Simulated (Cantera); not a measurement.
A perfectly stirred reactor is fed with NO : N2 = 1 : 0.15 (molar parts), at 0.0360 bar; it is held at 1700 K, and followed from long to short residence time.

Computed with Cantera and GRI-Mech 3.0 (53 species, 325 reactions). Radical loss at walls, strong at low pressure, is not modelled.

**Question.** What does this change do: pressure from 0.0360 bar to 0.610 bar?

**Answer.** 
| quantity | before | after |
|---|---|---|
| x(NO) at τ = 2.10 s | 0.859 | 0.738 |
| x(O2) at τ = 2.10 s | 0.00528 | 0.0650 |
| x(N2) at τ = 2.10 s | 0.136 | 0.196 |
| x(NO2) at τ = 2.10 s | 9.86e-5 | 0.00103 |
| x(N2O) at τ = 2.10 s | 0.000245 | 0.000203 |
| x(NO) at τ = 0.110 s | 0.869 | 0.860 |
| x(O2) at τ = 0.110 s | 0.000180 | 0.00416 |
| x(N2) at τ = 0.110 s | 0.131 | 0.135 |
| x(NO2) at τ = 0.110 s | 5.73e-5 | 0.000465 |
| x(N2O) at τ = 0.110 s | 0.000135 | 0.000267 |
